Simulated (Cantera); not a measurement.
Feed: 1 mol SiCl4, 15 mol NH3, 42 mol N2, equilibrated at 725 K and 5.40 Pa.

Method: chemical equilibrium by Gibbs-energy minimisation in Cantera with the NASA 1993 tables (ideal gas, pure condensed phases). Candidate condensed phases: NH4Cl, Si, Si3N4; 28 gas species. Kinetics and transport are ignored.

Base state: N2 0.666, H2 0.280, HCl 0.0545 (mole fractions); condensed: Si3N4(s).

Question: What changes in the equilibrium state with this change: temperature from 725 K to 2000 K?

Answer: 
```json
[
 {"species": "N2", "before": "0.666", "after": "0.622"},
 {"species": "H2", "before": "0.280", "after": "0.213"},
 {"species": "H", "before": "<1e-9", "after": "0.102"},
 {"species": "Cl", "before": "<1e-9", "after": "0.0130"},
 {"species": "Si", "before": "<1e-9", "after": "0.0121"},
 {"species": "HCl", "before": "0.0545", "after": "0.0366"},
 {"species": "SiCl2", "before": "<1e-9", "after": "0.000225"},
 {"species": "SiCl", "before": "<1e-9", "after": "0.000209"},
 {"species": "Si3N4(s), mol", "before": "0.333", "after": "0"}
]
```
The tables' values for SiCl, SiN are old estimates; treat these amounts as uncertain.
